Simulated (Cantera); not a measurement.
A perfectly stirred reactor is fed with 9.02 % CH3OH, 18.3 % O2, 68.7 % N2, 3.34 % H2O, 0.631 % H2, equivalence ratio 0.76, at 4.10 bar; it is adiabatic with a 575 K inlet, and is followed from long to short residence time, starting on the burning branch (τ in s: 0.25, 0.068, 0.018, 0.0048, 0.0013, 0.00034, 9e-05, 2.4e-05, 6.4e-06).

Model: GRI-Mech 3.0 (53 species, 325 reactions), integrated in Cantera. GRI-Mech 3.0 was tuned for natural gas; its chemistry of methanol as a main component is partial and can be far from experiment.

One state of this run: T (K) = 2025; x CH3OH = 4.46e-5; x O2 = 0.0462; x H2O = 0.203; x NO = 2.83e-5; x C2H = <1e-12; x CH3 = 1.71e-6; x H2 = 0.00290. x: mole fraction; the columns are a selection and need not sum to one.

Problem. Which value of τ (s) does it belong to?
A. 0.00034
B. 2.4e-5
C. 0.068
D. 0.0013

Solution. A, 0.00034
